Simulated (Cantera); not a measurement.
A perfectly stirred reactor is fed with N2O : O2 = 1 : 1.1 (molar parts), at 0.0118 atm; it is held at 1548 K, and followed from long to short residence time.

Cantera simulation using GRI-Mech 3.0 (53 species, 325 reactions); the numbers are that mechanism's predictions, not measurements. GRI-Mech 3.0 was tuned for natural gas; its chemistry of N2O as a main component is partial and can be far from experiment. Radical loss at walls, strong at low pressure, is not modelled. The temperature is held fixed by assumption; the heat of reaction is taken as removed at once.

**Question.** What does this change do: O2 1.1 to 7.4 parts?

**Answer.** 
```
quantity                before    after
---------------------  -------  -------
x(N2O) at τ = 0.640 s    0.245   0.0658
x(O2) at τ = 0.640 s     0.543    0.877
x(NO2) at τ = 0.640 s  2.14e-5  8.69e-6
x(NO) at τ = 0.640 s    0.0509   0.0137
x(N2) at τ = 0.640 s     0.162   0.0434
x(N2O) at τ = 47.0 ms    0.445    0.112
x(O2) at τ = 47.0 ms     0.526    0.880
x(NO2) at τ = 47.0 ms  1.96e-6  7.62e-7
x(NO) at τ = 47.0 ms   0.00677  0.00167
x(N2) at τ = 47.0 ms    0.0216  0.00539
```
